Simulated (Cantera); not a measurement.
**Boron, boron nitride and boron oxide: B2O3 + NH3 + H2**

Charge: 1 mol B2O3, 19 mol NH3, 0.13 mol H2.

These are equilibrium values from Cantera (NASA tables, ideal gas, pure condensed phases), not measurements of a reactor. Candidate condensed phases: B, BN, B2O3, B3O3H3, H2O; 39 gas species. Mutual solubility and eutectic melting of coexisting phases are not modelled. The numbers say what is thermodynamically allowed, not how fast it happens.

Map the stable condensed phases over T = 1273, 1323, 1373, 1423, 1473, 1523, 1573, 1623, 1673, 1723, 1773 K and P in Pa = 10, 46, 220, 1000, 4600, 22000, 100000.


```
T in K \ P in Pa
             10     46    220   1000   4600  22000 100000
   1773       A      A      A      A      A      B      C
   1723       A      A      A      A      A      C      C
   1673       A      A      A      A      B      C      C
   1623       A      A      A      A      C      C      C
   1573       A      A      A      C      C      C      C
   1523       A      A      A      C      C      C      C
   1473       A      A      C      C      C      C      C
   1423       A      C      C      C      C      C      C
   1373       D      C      C      C      C      C      C
   1323       C      C      C      C      C      C      C
   1273       C      C      C      C      C      C      C
```
A: gas only; B: BN; C: BN + B2O3; D: B2O3.
